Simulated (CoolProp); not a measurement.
Vapour-liquid equilibrium of ethylbenzene (1) + o-xylene (2) at 248.25 °C; x and y are mole fractions of (1).

The numbers come from the multi-fluid Helmholtz-energy mixture model, Zhou 2012 and Zhou 2012; pair parameters Bell 2016 in CoolProp.

| x | bubble pressure, mixture model (bar) | bubble pressure, Raoult's law (bar) | y, mixture model | y, Raoult's law |
|---|---|---|---|---|
| 0.05 | 8.645 | 8.648 | 0.056 | 0.058 |
| 0.15 | 8.785 | 8.786 | 0.166 | 0.170 |
| 0.25 | 8.931 | 8.924 | 0.274 | 0.279 |
| 0.35 | 9.080 | 9.062 | 0.379 | 0.385 |
| 0.45 | 9.229 | 9.200 | 0.481 | 0.487 |
| 0.55 | 9.377 | 9.338 | 0.579 | 0.587 |
| 0.65 | 9.520 | 9.476 | 0.676 | 0.683 |
| 0.75 | 9.657 | 9.614 | 0.770 | 0.777 |
| 0.85 | 9.785 | 9.752 | 0.862 | 0.868 |
| 0.95 | 9.904 | 9.890 | 0.954 | 0.957 |

The largest gap from Raoult's law is +0.5 % in bubble pressure, at x = 0.65. No azeotrope shows between x = 0.05 and 0.95.

Pair parameters are fitted to limited data, so mixtures are less certain than the pure fluids.
